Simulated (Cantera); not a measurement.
Cantera run, input and output.

```python
import numpy as np
import cantera as ct

gas = ct.Solution("gri30.yaml")
gas.TP = 300, 130000
flame = ct.CounterflowDiffusionFlame(gas, width=0.02)
flame.fuel_inlet.X, flame.fuel_inlet.T = {'C3H8': 1}, 550
flame.oxidizer_inlet.X, flame.oxidizer_inlet.T = {'O2': 0.18, 'N2': 0.82}, 573
flame.set_refine_criteria(ratio=3, slope=0.12, curve=0.24, prune=0.03)
show = ['OH', 'H', 'NO', 'CO', 'C2H2']

rows = []
print(f"{'mdot':>8s}{'a_max':>10s}{'a_mean':>10s}{'Tmax/K':>9s}" + "".join(f"{s:>11s}" for s in show) + "   (peak mole fractions)")
for i, mdot in enumerate([0.33, 0.5, 0.76, 1.2, 1.8, 2.7, 4.1, 6.2]):  # kg/m2/s on the oxidiser side
    flame.oxidizer_inlet.mdot, flame.fuel_inlet.mdot = mdot, 1.5 * mdot
    flame.solve(loglevel=0, auto=(i == 0))
    if flame.T.max() < max(550, 573) + 100:
        print(f"{mdot:8.3g}  no burning solution found from the previous one")
        break
    dT = np.abs(np.gradient(flame.T, flame.grid))
    rows.append([flame.strain_rate("max"), flame.strain_rate("mean"), flame.T.max(),
                 *(flame.X[gas.species_index(s)].max() for s in show), max(dT[0], dT[-1]) / dT.max()])
    print(f"{mdot:8.3g}{rows[-1][0]:10.1f}{rows[-1][1]:10.1f}{rows[-1][2]:9.1f}" + "".join(f"{x:11.3e}" for x in rows[-1][3:-1]))
```

Output:

```
    mdot     a_max    a_mean   Tmax/K         OH          H         NO         CO       C2H2   (peak mole fractions)
    0.33     231.9      40.8   2015.7  5.641e-03  3.285e-03  2.262e-04  5.221e-02  3.723e-02
     0.5     341.4      61.8   1993.6  5.661e-03  3.584e-03  2.072e-04  5.264e-02  3.482e-02
    0.76     503.8      93.9   1969.8  5.619e-03  3.878e-03  1.840e-04  5.319e-02  3.220e-02
     1.2     768.6     148.3   1941.4  5.491e-03  4.163e-03  1.541e-04  5.415e-02  2.918e-02
     1.8    1115.4     222.5   1910.0  5.236e-03  4.329e-03  1.223e-04  5.541e-02  2.597e-02
     2.7    1621.2     333.7   1872.1  4.830e-03  4.361e-03  8.787e-05  5.743e-02  2.217e-02
     4.1    2390.2     506.8   1818.8  4.167e-03  4.114e-03  5.063e-05  6.051e-02  1.706e-02
     6.2    3452.6     766.4   1699.7  2.652e-03  2.829e-03  1.090e-05  6.435e-02  8.004e-03
```

Model: GRI-Mech 3.0 (53 species, 325 reactions), integrated in Cantera. GRI-Mech 3.0 was tuned for natural gas; its chemistry of propane as a main component is partial and can be far from experiment. GRI-Mech 3.0 has no aromatics or soot, which form on the fuel side of real flames. The maximum strain rate includes the flame's own expansion and is several times the mean.
